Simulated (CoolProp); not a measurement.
Vapour-liquid equilibrium of CH2F2 (R32) (1) + methanol (2) at 0.0612 MPa; x and y are mole fractions of (1).

Model: multi-fluid Helmholtz-energy mixture model, Tillner-Roth 1997 and de Reuck 1993; pair parameters Bell 2016, in CoolProp.

```json
[
 {"x": "0.05", "bubble temperature (K)": "246.8", "y at the bubble point": "0.990", "dew temperature at overall composition x (K)": "[?]", "liquid density (mol/L)": "25.95"},
 {"x": "0.15", "bubble temperature (K)": "224.3", "y at the bubble point": "0.999", "dew temperature at overall composition x (K)": "321.6", "liquid density (mol/L)": "26.44"},
 {"x": "0.25", "bubble temperature (K)": "218.2", "y at the bubble point": "0.999", "dew temperature at overall composition x (K)": "318.8", "liquid density (mol/L)": "26.42"},
 {"x": "0.35", "bubble temperature (K)": "215.9", "y at the bubble point": "0.999", "dew temperature at overall composition x (K)": "315.6", "liquid density (mol/L)": "[?]"},
 {"x": "0.45", "bubble temperature (K)": "215.1", "y at the bubble point": "0.999", "dew temperature at overall composition x (K)": "[?]", "liquid density (mol/L)": "25.97"},
 {"x": "0.55", "bubble temperature (K)": "214.9", "y at the bubble point": "0.999", "dew temperature at overall composition x (K)": "307.8", "liquid density (mol/L)": "25.65"},
 {"x": "0.65", "bubble temperature (K)": "214.9", "y at the bubble point": "1.000", "dew temperature at overall composition x (K)": "[?]", "liquid density (mol/L)": "25.28"},
 {"x": "0.75", "bubble temperature (K)": "214.7", "y at the bubble point": "1.000", "dew temperature at overall composition x (K)": "[?]", "liquid density (mol/L)": "24.88"},
 {"x": "0.85", "bubble temperature (K)": "[?]", "y at the bubble point": "1.000", "dew temperature at overall composition x (K)": "286.8", "liquid density (mol/L)": "[?]"},
 {"x": "0.95", "bubble temperature (K)": "212.9", "y at the bubble point": "1.000", "dew temperature at overall composition x (K)": "268.8", "liquid density (mol/L)": "24.03"}
]
```

**Question.** Some entries are withheld; supply them.

**Answer.** 
- 0.05, dew temperature at overall composition x (K): 324.1
- 0.35, liquid density (mol/L): 26.24
- 0.45, dew temperature at overall composition x (K): 312.0
- 0.65, dew temperature at overall composition x (K): 302.7
- 0.75, dew temperature at overall composition x (K): 296.2
- 0.85, bubble temperature (K): 214.1
- 0.85, liquid density (mol/L): 24.46

No azeotrope shows between x = 0.05 and 0.95.

The pair parameters rest on a limited set of measurements; away from them the model extrapolates. With so large a gap from Raoult's law the liquid may split in two, which this calculation doesn't test in full.
